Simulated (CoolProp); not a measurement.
Computed with CoolProp (reference Helmholtz-energy equation of state, Thol 2016).

Q: For R1234ze(E), give the phase and the cp (kJ/(kg K)), expansivity (1/kK) at 362 K and 150 bar; 212.2 K and 83.5 bar; 257.6 K and 8 bar.

A: 
- 362 K and 150 bar: liquid; cp 1.42, expansivity 2.91
- 212.2 K and 83.5 bar: liquid; cp 1.22, expansivity 1.69
- 257.6 K and 8 bar: liquid; cp 1.29, expansivity 2.14
